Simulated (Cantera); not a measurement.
What does this Cantera script print?

```python
import numpy as np
import cantera as ct

gas = ct.Solution("h2o2.yaml")
gas.TPX = 1350, 1333, {'H2': 0.047, 'O2': 1, 'N2': 1.5}
inlet = ct.Reservoir(gas, clone=True)

reactor = ct.IdealGasConstPressureReactor(gas, energy="off", clone=False)
exhaust = ct.Reservoir(gas, clone=True)
tau = [3.5, 1.9, 1, 0.55, 0.3, 0.16, 0.087, 0.047, 0.025, 0.014, 0.0073][0]
for a, b in ((inlet, reactor), (reactor, exhaust)):
    ct.MassFlowController(a, b, mdot=lambda t: reactor.mass / tau)
net = ct.ReactorNet([reactor])
show = ['H2', 'O2', 'HO2', 'OH', 'H']

rows = []
print(f"{'tau/s':>10s}{'T/K':>9s}" + "".join(f"{s:>11s}" for s in show))
for tau in [3.5, 1.9, 1, 0.55, 0.3, 0.16, 0.087, 0.047, 0.025, 0.014, 0.0073]:
    net.initial_time = 0.0
    net.advance(30 * tau)
    before = gas.X
    net.advance(40 * tau)
    drift = np.max(np.abs(gas.X - before) / (gas.X + 1e-9))
    rows.append([gas.T, *gas[show].X, drift])
    print(f"{tau:10.3e}{gas.T:9.1f}" + "".join(f"{x:11.3e}" for x in gas[show].X))
```

It prints:

```
     tau/s      T/K         H2         O2        HO2         OH          H
 3.500e+00   1350.0  5.161e-05  3.855e-01  2.955e-07  7.556e-04  1.052e-04
 1.900e+00   1350.0  7.389e-05  3.849e-01  3.591e-07  9.058e-04  1.821e-04
 1.000e+00   1350.0  1.059e-04  3.840e-01  4.292e-07  1.083e-03  3.136e-04
 5.500e-01   1350.0  1.451e-04  3.830e-01  4.936e-07  1.262e-03  4.985e-04
 3.000e-01   1350.0  1.951e-04  3.819e-01  5.539e-07  1.445e-03  7.534e-04
 1.600e-01   1350.0  2.589e-04  3.806e-01  6.076e-07  1.627e-03  1.074e-03
 8.700e-02   1350.0  3.366e-04  3.795e-01  6.496e-07  1.786e-03  1.399e-03
 4.700e-02   1350.0  4.436e-04  3.787e-01  6.840e-07  1.932e-03  1.702e-03
 2.500e-02   1350.0  6.124e-04  3.782e-01  7.148e-07  2.083e-03  1.966e-03
 1.400e-02   1350.0  8.665e-04  3.781e-01  7.431e-07  2.244e-03  2.171e-03
 7.300e-03   1350.0  1.355e-03  3.784e-01  7.769e-07  2.466e-03  2.368e-03
```

Cantera simulation using the H2/O2 subset of GRI-Mech 3.0, which has no nitrogen chemistry; the numbers are that mechanism's predictions, not measurements. Radical loss at walls, strong at low pressure, is not modelled.
